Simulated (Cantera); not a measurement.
Input (Python, Cantera):

```python
import numpy as np
import cantera as ct

gas = ct.Solution("gri30.yaml")
gas.TPX = 1775, 13332, {'CH4': 0.015, 'H2': 0.52, 'H': 0.0062}
reactor = ct.IdealGasConstPressureReactor(gas, energy="off", clone=False)
net = ct.ReactorNet([reactor])
net.rtol, net.atol = 1e-08, 1e-18
show = ['CH4', 'H2', 'H', 'C2H6', 'C2H', 'C2H4', 'C2H2']
times = np.geomspace(0.0001, 1, 10)

steps = ct.SolutionArray(gas, extra=["t"])
rows = []
print(f"{'t/s':>10s}{'T/K':>9s}{'P/Pa':>11s}" + "".join(f"{s:>11s}" for s in show))
for t in times:
    while net.time < t:
        t_next = net.step()
        steps.append(gas.state, t=t_next)
    rows.append([np.interp(t, steps.t, y) for y in (steps.T, steps.P, *steps(*show).X.T)])
    print(f"{t:10.3e}{rows[-1][0]:9.1f}{rows[-1][1]:11.4g}" + "".join(f"{x:11.3e}" for x in rows[-1][2:]))
rate = np.gradient(steps.T, steps.t)
print("integrator steps:", len(steps.t))
if steps.T.max() > steps.T[0] + 200:
    print(f"time of steepest temperature rise: {steps.t[rate.argmax()]:.4e} s")
gas.TPX = 1775, 13332, {'CH4': 0.015, 'H2': 0.52, 'H': 0.0062}
gas.equilibrate("TP")
print(f"equilibrium (TP): T = {gas.T:.1f} K  " + "  ".join(f"{s} {gas[s].X[0]:.3e}" for s in show))
```

Output:

```
       t/s      T/K       P/Pa        CH4         H2          H       C2H6        C2H       C2H4       C2H2
 1.000e-04   1775.0  1.333e+04  2.414e-02  9.674e-01  5.317e-03  2.807e-05  9.543e-09  2.109e-04  2.210e-04
 2.783e-04   1775.0  1.333e+04  2.430e-02  9.696e-01  3.454e-03  1.841e-05  1.770e-08  2.068e-04  6.324e-04
 7.743e-04   1775.0  1.333e+04  2.427e-02  9.717e-01  1.859e-03  9.335e-06  1.703e-08  1.381e-04  1.133e-03
 2.154e-03   1775.0  1.333e+04  2.399e-02  9.729e-01  9.993e-04  4.190e-06  1.256e-08  7.686e-05  1.556e-03
 5.995e-03   1775.0  1.333e+04  2.334e-02  9.735e-01  7.506e-04  2.650e-06  1.192e-08  5.202e-05  1.969e-03
 1.668e-02   1775.0  1.333e+04  2.174e-02  9.744e-01  7.396e-04  2.247e-06  1.649e-08  4.782e-05  2.765e-03
 4.642e-02   1775.0  1.333e+04  1.824e-02  9.762e-01  7.473e-04  1.601e-06  2.707e-08  4.311e-05  4.501e-03
 1.292e-01   1775.0  1.333e+04  1.252e-02  9.792e-01  7.608e-04  7.714e-07  4.474e-08  3.936e-05  7.329e-03
 3.594e-01   1775.0  1.333e+04  6.624e-03  9.822e-01  7.760e-04  2.234e-07  6.355e-08  4.076e-05  1.024e-02
 1.000e+00   1775.0  1.333e+04  2.916e-03  9.841e-01  7.865e-04  4.682e-08  7.577e-08  4.448e-05  1.207e-02
integrator steps: 1017
equilibrium (TP): T = 1775.0 K  CH4 1.035e-03  H2 9.851e-01  H 7.924e-04  C2H6 9.172e-09  C2H 8.212e-08  C2H4 4.724e-05  C2H2 1.300e-02
```

Model: GRI-Mech 3.0 (53 species, 325 reactions), integrated in Cantera. GRI-Mech 3.0 stops at C3 and has no aromatics, soot or wall deposition, so with more carbon than oxygen in the feed, carbon stays in small species such as C2H2 where larger ones or solid carbon would form.
